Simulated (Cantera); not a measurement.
Charge: 1 mol SiO2, 0.98 mol CH4, 0.44 mol CO, equilibrated at 1825 K and 10.0 mbar.

Method: chemical equilibrium by Gibbs-energy minimisation in Cantera with the NASA 1993 tables (ideal gas, pure condensed phases). Candidate condensed phases: C, C6H6, C7H8, C8H18, H2O, Si, SiC, SiO2; 123 gas species. The tables hold silica as quartz up to 1696 K and as liquid above; real silica turns to tridymite and cristobalite and melts near 1996 K. The numbers say what is thermodynamically allowed, not how fast it happens.

Base state: H2 0.446, CO 0.325, SiO 0.225, H 0.00294, H2O 0.000703, CO2 0.000131 (mole fractions); condensed: SiO2(condensed).

**Question.** What changes in the equilibrium state with this change: temperature from 1825 K to 925 K?

**Answer.** 
| species | before | after |
|---|---|---|
| H2 | 0.446 | 0.815 |
| CO | 0.325 | 0.180 |
| H2O | 0.000703 | 0.00218 |
| SiO | 0.225 | <1e-9 |
| CH4 | <1e-9 | 0.00151 |
| H | 0.00294 | 2.35e-9 |
| CO2 | 0.000131 | 0.000975 |
| SiO2(condensed), mol | 0.0164 | 0 |
| C(graphite), mol | 0 | 0.984 |
| SiO2(β-quartz), mol | 0 | 1.00 |
